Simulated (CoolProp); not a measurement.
Vapour-liquid equilibrium of hydrogen sulfide (1) + propane (2) at 245.9 K; x and y are mole fractions of (1).

The numbers come from the multi-fluid Helmholtz-energy mixture model, Lemmon 2006 and Lemmon 2009; pair parameters Kunz 2012 in CoolProp.

```tsv
x	bubble pressure, mixture model (MPa)	bubble pressure, Raoult's law (MPa)	y, mixture model	y, Raoult's law
0.05	0.2386	0.1985	0.242	0.106
0.125	0.2992	0.2162	0.426	0.244
0.2	0.3438	0.2338	0.527	0.361
0.275	0.3764	0.2514	0.590	0.462
0.35	0.4003	0.2691	0.634	0.549
0.425	0.4177	0.2867	0.668	0.625
0.5	0.4305	0.3044	0.695	0.693
0.575	0.4399	0.3220	0.719	0.754
0.65	0.4467	0.3397	0.743	0.808
0.725	0.4513	0.3573	0.769	0.856
0.8	0.4532	0.3749	0.801	0.900
0.875	0.4506	0.3926	0.846	0.941
0.95	0.4391	0.4102	0.920	0.977
```

The largest gap from Raoult's law is +49.7 % in bubble pressure, at x = 0.275. y crosses x between x = 0.8 and 0.875: the model has an azeotrope there.

The pair parameters rest on a limited set of measurements; away from them the model extrapolates.
